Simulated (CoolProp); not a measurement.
Aqueous potassium formate as a coolant, 31 % by mass, freezing at -22.3 °C, 1 atm.

Model: Melinder's fits for secondary coolants, in CoolProp.

| T (°C) | conductivity (W/(m K)) | cp (kJ/(kg K)) | Prandtl number | viscosity (mPa s) |
|---|---|---|---|---|
| -20.3 | 0.489 | 3.042 | 33.7 | 5.43 |
| -15.5 | 0.495 | 3.051 | 27.7 | 4.50 |
| -10.7 | 0.501 | 3.060 | 23.1 | 3.79 |
| -5.9 | … | 3.069 | 19.6 | 3.24 |
| -1.1 | 0.513 | 3.077 | 16.8 | 2.80 |
| 3.6 | 0.519 | … | 14.6 | 2.46 |
| 8.4 | 0.525 | … | 12.8 | 2.18 |
| 13.2 | 0.531 | 3.102 | 11.4 | 1.95 |
| 18 | 0.536 | 3.110 | 10.2 | 1.76 |
| 22.8 | … | 3.119 | 9.18 | 1.60 |
| 27.5 | 0.548 | 3.127 | 8.34 | 1.46 |
| 32.3 | … | 3.136 | 7.60 | … |
| 37.1 | 0.560 | 3.144 | … | 1.24 |

### Question
Complete the blanks.

### Answer

- -5.9, conductivity (W/(m K)): 0.507
- 3.6, cp (kJ/(kg K)): 3.085
- 8.4, cp (kJ/(kg K)): 3.094
- 22.8, conductivity (W/(m K)): 0.542
- 32.3, conductivity (W/(m K)): 0.554
- 32.3, viscosity (mPa s): 1.34
- 37.1, Prandtl number: 6.95
